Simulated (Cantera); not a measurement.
An isothermal, constant-pressure homogeneous reactor starts with CH3OH : O2 : N2 = 0.028 : 0.0059 : 1 (molar parts), equivalence ratio 7.1, at 1450 K and 1.58 atm. Integrator tolerance rtol = 1e-08.

Detailed kinetics in Cantera: GRI-Mech 3.0 (53 species, 325 reactions). GRI-Mech 3.0 was tuned for natural gas; its chemistry of methanol as a main component is partial and can be far from experiment.

What does this change do: temperature 1450 to 900 K?


| quantity | before | after |
|---|---|---|
| x(CH3OH) at 40.0 s | 5.99e-11 (gas-phase equilibrium <1e-12) | 8.61e-5 (gas-phase equilibrium 1.15e-11) |
| x(O2) at 40.0 s | <1e-12 (gas-phase equilibrium <1e-12) | 1.58e-10 (gas-phase equilibrium <1e-12) |
| x(NO) at 40.0 s | 2.40e-11 (gas-phase equilibrium 3.50e-10) | <1e-12 (gas-phase equilibrium <1e-12) |
| x(CH2O) at 40.0 s | 8.24e-10 (gas-phase equilibrium 7.26e-10) | 4.94e-5 (gas-phase equilibrium 8.27e-10) |
| x(CO2) at 40.0 s | 0.00208 (gas-phase equilibrium 0.00206) | 0.000201 (gas-phase equilibrium 0.00575) |
Below about 1000 K GRI-Mech 3.0 lacks low-temperature oxidation paths.
